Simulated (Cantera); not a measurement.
Cantera run, input and output.

```python
import numpy as np
import cantera as ct

gas = ct.Solution("gri30.yaml", transport_model="multicomponent")
show = ['CO2', 'H2O', 'CH4']

rows = []
print(f"{'T/K':>7s}{'rho':>11s}{'cp':>10s}{'mu':>11s}{'lambda':>11s}{'Pr':>7s}" + "".join(f"{'D_' + s:>11s}" for s in show))
for T in [400, 550, 700, 850, 1000, 1150, 1300, 1450, 1600]:
    gas.TPX = T, 1000000, {'O2': 0.82}
    Pr = gas.cp_mass * gas.viscosity / gas.thermal_conductivity
    D = [gas.mix_diff_coeffs_mole[gas.species_index(s)] for s in show]
    rows.append([gas.density, gas.cp_mass, gas.viscosity, gas.thermal_conductivity, Pr, *D])
    print(f"{T:7g}{gas.density:11.4e}{gas.cp_mass:10.1f}{gas.viscosity:11.4e}"
          f"{gas.thermal_conductivity:11.4e}{Pr:7.3f}" + "".join(f"{d:11.4e}" for d in D))
print("SI units: kg/m3, J/kg/K, Pa s, W/m/K, m2/s")
```

Output:

```
    T/K        rho        cp         mu     lambda     Pr      D_CO2      D_H2O      D_CH4
    400 9.6212e+00     941.4 2.5629e-05 3.3889e-02  0.712 2.6746e-06 4.0472e-06 3.8180e-06
    550 6.9972e+00     987.2 3.2102e-05 4.4601e-02  0.711 4.7061e-06 7.3619e-06 6.6348e-06
    700 5.4978e+00    1031.1 3.7824e-05 5.4934e-02  0.710 7.1503e-06 1.1420e-05 1.0011e-05
    850 4.5276e+00    1064.7 4.3049e-05 6.4608e-02  0.709 9.9682e-06 1.6141e-05 1.3896e-05
   1000 3.8485e+00    1090.2 4.7912e-05 7.3669e-02  0.709 1.3132e-05 2.1466e-05 1.8256e-05
   1150 3.3465e+00    1108.6 5.2496e-05 8.2135e-02  0.709 1.6621e-05 2.7351e-05 2.3063e-05
   1300 2.9604e+00    1124.6 5.6858e-05 9.0286e-02  0.708 2.0418e-05 3.3765e-05 2.8296e-05
   1450 2.6541e+00    1138.7 6.1035e-05 9.8172e-02  0.708 2.4511e-05 4.0680e-05 3.3936e-05
   1600 2.4053e+00    1151.4 6.5055e-05 1.0584e-01  0.708 2.8888e-05 4.8076e-05 3.9969e-05
SI units: kg/m3, J/kg/K, Pa s, W/m/K, m2/s
```

Detailed kinetics in Cantera: GRI-Mech 3.0 (53 species, 325 reactions).
